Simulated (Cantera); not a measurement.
A Cantera script and its output.

```python
import numpy as np
import cantera as ct

gas = ct.Solution("gri30.yaml")
gas.TPX = 2048, 400000, {'CH4': 1, 'H2O': 0.84}
inlet = ct.Reservoir(gas, clone=True)

reactor = ct.IdealGasConstPressureReactor(gas, energy="off", clone=False)
exhaust = ct.Reservoir(gas, clone=True)
tau = [3.6, 1.9, 1, 0.55, 0.29, 0.16, 0.083, 0.045, 0.024, 0.013, 0.0068][0]
for a, b in ((inlet, reactor), (reactor, exhaust)):
    ct.MassFlowController(a, b, mdot=lambda t: reactor.mass / tau)
net = ct.ReactorNet([reactor])
show = ['CH4', 'H2O', 'CH2O', 'H2', 'HCO', 'H']

rows = []
print(f"{'tau/s':>10s}{'T/K':>9s}" + "".join(f"{s:>11s}" for s in show))
for tau in [3.6, 1.9, 1, 0.55, 0.29, 0.16, 0.083, 0.045, 0.024, 0.013, 0.0068]:
    net.initial_time = 0.0
    net.advance(30 * tau)
    before = gas.X
    net.advance(40 * tau)
    drift = np.max(np.abs(gas.X - before) / (gas.X + 1e-9))
    rows.append([gas.T, *gas[show].X, drift])
    print(f"{tau:10.3e}{gas.T:9.1f}" + "".join(f"{x:11.3e}" for x in gas[show].X))
```

Result:

```
     tau/s      T/K        CH4        H2O       CH2O         H2        HCO          H
 3.600e+00   2048.0  4.619e-03  2.374e-03  2.787e-07  7.438e-01  2.827e-07  9.727e-04
 1.900e+00   2048.0  4.998e-03  4.262e-03  2.807e-07  7.421e-01  2.805e-07  9.715e-04
 1.000e+00   2048.0  5.625e-03  7.446e-03  2.855e-07  7.393e-01  2.768e-07  9.696e-04
 5.500e-01   2048.0  6.523e-03  1.209e-02  2.958e-07  7.352e-01  2.715e-07  9.668e-04
 2.900e-01   2048.0  7.926e-03  1.947e-02  3.204e-07  7.287e-01  2.633e-07  9.622e-04
 1.600e-01   2048.0  9.750e-03  2.915e-02  3.683e-07  7.201e-01  2.530e-07  9.562e-04
 8.300e-02   2048.0  1.249e-02  4.366e-02  4.756e-07  7.073e-01  2.383e-07  9.469e-04
 4.500e-02   2048.0  1.590e-02  6.139e-02  6.704e-07  6.916e-01  2.217e-07  9.353e-04
 2.400e-02   2048.0  2.047e-02  8.426e-02  1.040e-06  6.711e-01  2.026e-07  9.196e-04
 1.300e-02   2048.0  2.624e-02  1.112e-01  1.682e-06  6.467e-01  1.834e-07  8.999e-04
 6.800e-03   2048.0  3.412e-02  1.440e-01  2.851e-06  6.161e-01  1.656e-07  8.738e-04
```

Model: GRI-Mech 3.0 (53 species, 325 reactions), integrated in Cantera.
